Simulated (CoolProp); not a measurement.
Vapour-liquid equilibrium of isobutene (1) + n-butane (2) at 0.0332 bar; x and y are mole fractions of (1).

The numbers come from the multi-fluid Helmholtz-energy mixture model, Lemmon 2005 and Bücker 2006; pair parameters Bell 2016 in CoolProp.

| x | bubble temperature, mixture model (°C) | bubble temperature, Raoult's law (°C) | y, mixture model | y, Raoult's law |
|---|---|---|---|---|
| 0.05 | -66.3 | -66.2 | 0.074 | 0.068 |
| 0.15 | -67.0 | -66.7 | 0.207 | 0.197 |
| 0.25 | -67.5 | -67.2 | 0.326 | 0.317 |
| 0.35 | -68.0 | -67.7 | 0.434 | 0.429 |
| 0.45 | -68.5 | -68.2 | 0.533 | 0.533 |
| 0.55 | -68.9 | -68.7 | 0.626 | 0.631 |
| 0.65 | -69.3 | -69.1 | 0.715 | 0.722 |
| 0.75 | -69.7 | -69.5 | 0.800 | 0.808 |
| 0.85 | -70.0 | -69.9 | 0.882 | 0.888 |
| 0.95 | -70.4 | -70.3 | 0.961 | 0.964 |

The largest gap from Raoult's law is -0.3 K in bubble temperature, at x = 0.35. No azeotrope shows between x = 0.05 and 0.95.

Pair parameters are fitted to limited data, so mixtures are less certain than the pure fluids.
